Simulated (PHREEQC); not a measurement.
Make-up at 25 °C: 0.19 mol/kgw HF, 0.026 mol/kgw H2SiF6, 0.17 mol/kgw H3PO4 and 0.29 mol/kgw HCl. Closed to the air; pH follows from the charge balance.

The numbers come from PHREEQC with the ion-association model, phreeqc.dat.

No solid was allowed to form.

**Question.** Order these F species by the share of F that they hold, largest first: SiF6-2, F-, HF, HF2-.

**Answer.** HF (54 %), SiF6-2 (45 %), HF2- (0.31 %), F- (0.22 %)

The pH is 0.57 and the ionic strength 0.376 mol/kgw. SiF6-2 is the database's only silicon fluoride.
